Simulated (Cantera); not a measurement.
A closed system holds: 1 mol BN, a varied amount of NF₃, 3.7 mol H₂, equilibrated at 977 °C and 100000 Pa.

These are equilibrium values from Cantera (NASA tables, ideal gas, pure condensed phases), not measurements of a reactor. Candidate condensed phases: B, BN; 31 gas species. The numbers say what is thermodynamically allowed, not how fast it happens.

### Question
Which condensed phases are stable at each of these points (n(NF₃) (mol)): 1, 1.5, 2.3, 3.4, 5.1, 7.6, 11, 17?

### Answer
| n(NF₃) (mol) | condensed phases | B condensed (%) |
|---|---|---|
| 1 | BN(s) | 4.4 |
| 1.5 | gas only | 0.0 |
| 2.3 | gas only | 0.0 |
| 3.4 | gas only | 0.0 |
| 5.1 | gas only | 0.0 |
| 7.6 | gas only | 0.0 |
| 11 | gas only | 0.0 |
| 17 | gas only | 0.0 |

At 1 mol NF₃ the condensed part is BN(s). From 1.5 mol NF₃ to 17 mol NF₃ nothing is condensed.
